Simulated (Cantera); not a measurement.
A closed system holds: 1 mol Si₃N₄, 0.0016 mol O₂, 11 mol N₂, held at 0.113 Torr.

Method: chemical equilibrium by Gibbs-energy minimisation in Cantera with the NASA 1993 tables (ideal gas, pure condensed phases). Candidate condensed phases: Si, SiO₂, Si₂N₂O, Si₃N₄; 16 gas species. Mutual solubility and eutectic melting of coexisting phases are not modelled. Rates play no part.

**Question.** Which condensed phases are stable at each of these points (T (K)): 1048, 1098, 1148, 1198, 1248, 1298, 1348, 1398, 1448, 1498?

**Answer.** 
```
T (K)      condensed phases  Si condensed (%)
-----  --------------------  ----------------
1048   Si₂N₂O(s) + Si₃N₄(s)             100.0
1098   Si₂N₂O(s) + Si₃N₄(s)             100.0
1148   Si₂N₂O(s) + Si₃N₄(s)             100.0
1198   Si₂N₂O(s) + Si₃N₄(s)             100.0
1248   Si₂N₂O(s) + Si₃N₄(s)             100.0
1298   Si₂N₂O(s) + Si₃N₄(s)             100.0
1348   Si₂N₂O(s) + Si₃N₄(s)             100.0
1398   Si₂N₂O(s) + Si₃N₄(s)             100.0
1448               Si₃N₄(s)              99.9
1498               Si₃N₄(s)              99.9
```

From 1048 K to 1398 K the condensed part is Si₂N₂O(s) + Si₃N₄(s). From 1448 K to 1498 K the condensed part is Si₃N₄(s).
